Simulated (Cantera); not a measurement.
A freely propagating, adiabatic, planar premixed flame of H2 : O2 : N2 = 1 : 0.704 : 2.65 (molar parts), equivalence ratio 0.71, unburnt at 373 K and 1.00 bar; mixture-averaged transport, grid criteria slope 0.08 and curve 0.16, no radiation.

Model: the H2/O2 subset of GRI-Mech 3.0, which has no nitrogen chemistry, integrated in Cantera. Burning velocities carry a grid error of a few per cent, more on coarse grids.

Question: How do the results move with these cheaper or finer settings: unity-Lewis-number transport; multicomponent transport; multicomponent+Soret transport; grid criteria slope 0.5, curve 1; grid criteria slope 0.25, curve 0.5; grid criteria slope 0.03, curve 0.06?

Answer: 
```tsv
setting	laminar burning velocity	thermal thickness	peak x(HO2)	peak x(H2O2)	grid points
as above	195 cm/s	0.363 mm	0.000419	7.40e-5	109
unity-Lewis-number transport	172 cm/s	0.289 mm	0.000306	2.55e-5	106
multicomponent transport	193 cm/s	0.357 mm	0.000422	7.61e-5	109
multicomponent+Soret transport	172 cm/s	0.356 mm	0.000409	7.55e-5	109
grid criteria slope 0.5, curve 1	224 cm/s	0.423 mm	0.000416	6.68e-5	41
grid criteria slope 0.25, curve 0.5	203 cm/s	0.380 mm	0.000411	7.17e-5	50
grid criteria slope 0.03, curve 0.06	194 cm/s	0.357 mm	0.000422	7.53e-5	257
```
Unity Lewis numbers drop preferential diffusion, which matters most where H2 and H carry the flame; Soret adds thermal diffusion.
